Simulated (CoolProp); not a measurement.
A Linde-Hampson liquefier for normal hydrogen: isothermal reversible compression at 290 K from 1 atm to 20 MPa, throttling to 1 atm, return gas leaving the recuperator 2 K below the feed. Each further row changes one setting.

Computed with CoolProp (reference Helmholtz-energy equation of state, Leachman 2009).

```json
[
 {"case": "as stated", "compression work (kJ/kg of gas)": "6470"},
 {"case": "high pressure 40 MPa", "compression work (kJ/kg of gas)": "7450"},
 {"case": "warm-end temperature 320 K", "compression work (kJ/kg of gas)": "7130"},
 {"case": "warm-end gap 7 K", "compression work (kJ/kg of gas)": "6470"}
]
```
